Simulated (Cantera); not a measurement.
Charge: 1 mol CaCO3, 0.042 mol C, 0.31 mol H2O, held at 101000 Pa.

Cantera equilibrium calculation (NASA polynomials, part measured and part estimated; ideal gas, pure solids and liquids). Candidate condensed phases: C, C6H6, C7H8, C8H18, Ca, CaCO3, CaO, Ca(OH)2, H2O; 115 gas species. Mutual solubility and eutectic melting of coexisting phases are not modelled. Equilibrium is a limit: real reactors are often held back by kinetics, nucleation or transport.

log p: log10 of the partial pressure in bar; n: condensed amount in mol.

```json
[
 {"T (K)": "1125", "log p CO2": "-0.28", "log p H2O": "-0.43", "log p CO": "-1.16", "log p H2": "-1.36", "log p OH": "(withheld)", "log p H": "-8.03", "n CaCO3(calcite)": "0.595", "n CaO(s)": "0.405"},
 {"T (K)": "1175", "log p CO2": "-0.14", "log p H2O": "-0.66", "log p CO": "-1.29", "log p H2": "-1.92", "log p OH": "(withheld)", "log p H": "-7.87", "n CaCO3(calcite)": "0", "n CaO(s)": "1.00"},
 {"T (K)": "1225", "log p CO2": "-0.14", "log p H2O": "-0.65", "log p CO": "-1.28", "log p H2": "-1.97", "log p OH": "(withheld)", "log p H": "-7.49", "n CaCO3(calcite)": "0", "n CaO(s)": "1.00"},
 {"T (K)": "1275", "log p CO2": "-0.14", "log p H2O": "-0.65", "log p CO": "-1.27", "log p H2": "-2.01", "log p OH": "(withheld)", "log p H": "-7.14", "n CaCO3(calcite)": "0", "n CaO(s)": "1.00"},
 {"T (K)": "1325", "log p CO2": "-0.14", "log p H2O": "-0.65", "log p CO": "-1.27", "log p H2": "-2.05", "log p OH": "(withheld)", "log p H": "-6.81", "n CaCO3(calcite)": "0", "n CaO(s)": "1.00"},
 {"T (K)": "1375", "log p CO2": "-0.14", "log p H2O": "-0.65", "log p CO": "-1.26", "log p H2": "-2.09", "log p OH": "(withheld)", "log p H": "-6.51", "n CaCO3(calcite)": "0", "n CaO(s)": "1.00"},
 {"T (K)": "1425", "log p CO2": "-0.14", "log p H2O": "-0.65", "log p CO": "-1.26", "log p H2": "-2.12", "log p OH": "(withheld)", "log p H": "-6.23", "n CaCO3(calcite)": "0", "n CaO(s)": "1.00"},
 {"T (K)": "1475", "log p CO2": "-0.14", "log p H2O": "-0.65", "log p CO": "-1.25", "log p H2": "-2.15", "log p OH": "(withheld)", "log p H": "-5.96", "n CaCO3(calcite)": "0", "n CaO(s)": "1.00"},
 {"T (K)": "1525", "log p CO2": "-0.14", "log p H2O": "-0.65", "log p CO": "-1.25", "log p H2": "-2.18", "log p OH": "(withheld)", "log p H": "-5.72", "n CaCO3(calcite)": "0", "n CaO(s)": "1.00"},
 {"T (K)": "1575", "log p CO2": "-0.14", "log p H2O": "-0.65", "log p CO": "-1.25", "log p H2": "-2.21", "log p OH": "(withheld)", "log p H": "-5.49", "n CaCO3(calcite)": "0", "n CaO(s)": "1.00"},
 {"T (K)": "1625", "log p CO2": "-0.14", "log p H2O": "-0.64", "log p CO": "-1.24", "log p H2": "-2.24", "log p OH": "(withheld)", "log p H": "-5.27", "n CaCO3(calcite)": "0", "n CaO(s)": "1.000"},
 {"T (K)": "1675", "log p CO2": "-0.14", "log p H2O": "-0.64", "log p CO": "-1.24", "log p H2": "-2.26", "log p OH": "(withheld)", "log p H": "-5.07", "n CaCO3(calcite)": "0", "n CaO(s)": "1.000"},
 {"T (K)": "1725", "log p CO2": "-0.14", "log p H2O": "-0.64", "log p CO": "-1.24", "log p H2": "-2.29", "log p OH": "(withheld)", "log p H": "-4.87", "n CaCO3(calcite)": "0", "n CaO(s)": "1.000"},
 {"T (K)": "1775", "log p CO2": "-0.14", "log p H2O": "-0.64", "log p CO": "-1.24", "log p H2": "-2.31", "log p OH": "(withheld)", "log p H": "-4.69", "n CaCO3(calcite)": "0", "n CaO(s)": "1.000"}
]
```

Q: Complete the blanks.

A: 
- 1125, log p OH: -9.39
- 1175, log p OH: -8.77
- 1225, log p OH: -8.22
- 1275, log p OH: -7.71
- 1325, log p OH: -7.25
- 1375, log p OH: -6.82
- 1425, log p OH: -6.41
- 1475, log p OH: -6.04
- 1525, log p OH: -5.69
- 1575, log p OH: -5.36
- 1625, log p OH: -5.05
- 1675, log p OH: -4.76
- 1725, log p OH: -4.49
- 1775, log p OH: -4.23
